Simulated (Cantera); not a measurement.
Charge: 1 mol CO, 1.6 mol O2, 0.027 mol NH3, equilibrated at 101000 Pa.

Method: chemical equilibrium by Gibbs-energy minimisation in Cantera with the NASA 1993 tables (ideal gas, pure condensed phases). Candidate condensed phases: C, C6H6, C7H8, C8H18, H2O; 136 gas species. Kinetics and transport are ignored.

Question: At 950 °C, list the 4 most abundant gas species with their mole fractions, and the condensed phases.

Answer: O2 0.506, CO2 0.469, H2O 0.0190, N2 0.00631. Condensed: gas only.
